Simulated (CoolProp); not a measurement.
Vapour-liquid equilibrium of R134a (1) + R1234ze(E) (2) at 1.55 bar; x and y are mole fractions of (1).

Model: multi-fluid Helmholtz-energy mixture model, Tillner-Roth 1994 and Thol 2016; pair parameters Bell 2022, in CoolProp.

```csv
x,"bubble temperature, mixture model (°C)","bubble temperature, Raoult's law (°C)","y, mixture model","y, Raoult's law"
0.05,-9.6,-9.2,0.078,0.067
0.125,-10.6,-9.9,0.181,0.163
0.2,-11.5,-10.5,0.272,0.254
0.275,-12.3,-11.1,0.354,0.341
0.35,-12.9,-11.7,0.430,0.423
0.425,-13.5,-12.3,0.501,0.502
0.5,-14.0,-12.9,0.569,0.577
0.575,-14.5,-13.4,0.635,0.649
0.65,-14.9,-14.0,0.700,0.717
0.725,-15.3,-14.5,0.764,0.783
0.8,-15.6,-15.0,0.828,0.845
0.875,-15.9,-15.5,0.892,0.905
0.95,-16.2,-16.0,0.956,0.963
```

The largest gap from Raoult's law is -1.2 K in bubble temperature, at x = 0.425. No azeotrope shows between x = 0.05 and 0.95.

The pair parameters rest on a limited set of measurements; away from them the model extrapolates.
